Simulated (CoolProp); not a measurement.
Vapour-liquid equilibrium of C2F6 (R116) (1) + R143a (2) at 0.319 MPa; x and y are mole fractions of (1).

Model: multi-fluid Helmholtz-energy mixture model, Lemmon 2006 and Lemmon and Jacobsen 2000; pair parameters Bell 2016, in CoolProp.

| x | bubble temperature (°C) | y at the bubble point | dew temperature at overall composition x (°C) | liquid density (mol/L) |
|---|---|---|---|---|
| 0.05 | -27.3 | 0.267 | -21.0 | 12.98 |
| 0.2 | -40.9 | … | -25.3 | 12.81 |
| 0.35 | -46.8 | 0.740 | -30.1 | … |
| 0.5 | -49.6 | 0.795 | -35.6 | … |
| 0.65 | -51.3 | 0.835 | -42.2 | … |
| 0.8 | … | … | -49.8 | 11.18 |
| 0.95 | -53.5 | 0.959 | -53.5 | … |

### Question
Fill in the missing entries.

### Answer

- 0.2, y at the bubble point: 0.623
- 0.35, liquid density (mol/L): 12.42
- 0.5, liquid density (mol/L): 11.97
- 0.65, liquid density (mol/L): 11.55
- 0.8, bubble temperature (°C): -52.6
- 0.8, y at the bubble point: 0.881
- 0.95, liquid density (mol/L): 10.89

No azeotrope shows between x = 0.05 and 0.95.

Pair parameters are fitted to limited data, so mixtures are less certain than the pure fluids.
